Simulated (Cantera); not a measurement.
An adiabatic, constant-pressure homogeneous reactor starts with CH₄ : O₂ : N₂ = 1 : 1.05 : 3.96 (molar parts), equivalence ratio 1.9, at 1625 K and 7500 Torr. Integrator tolerance rtol = 1e-08.

Computed with Cantera and GRI-Mech 3.0 (53 species, 325 reactions).

### Question
What does this change do: initial temperature 1625 to 1350 K?

### Answer
```
quantity                                                              before                                      after
---------------------------------  -----------------------------------------  -----------------------------------------
time of steepest temperature rise                                    80.6 µs                                    1.20 ms
temperature at 8.00 s                                                 2701 K                                     2472 K
equilibrium temperature                                               2701 K                                     2472 K
x(CH₄) at 8.00 s                   4.11e-10 (gas-phase equilibrium 4.61e-10)    1.03e-9 (gas-phase equilibrium 1.16e-9)
x(O₂) at 8.00 s                      1.97e-5 (gas-phase equilibrium 1.97e-5)    2.40e-6 (gas-phase equilibrium 2.40e-6)
x(CH₂) at 8.00 s                   2.80e-11 (gas-phase equilibrium 3.08e-11)  1.02e-11 (gas-phase equilibrium 1.14e-11)
x(CO₂) at 8.00 s                       0.0178 (gas-phase equilibrium 0.0178)      0.0191 (gas-phase equilibrium 0.0191)
x(NO) at 8.00 s                    0.000263 (gas-phase equilibrium 0.000263)    6.31e-5 (gas-phase equilibrium 6.31e-5)
```
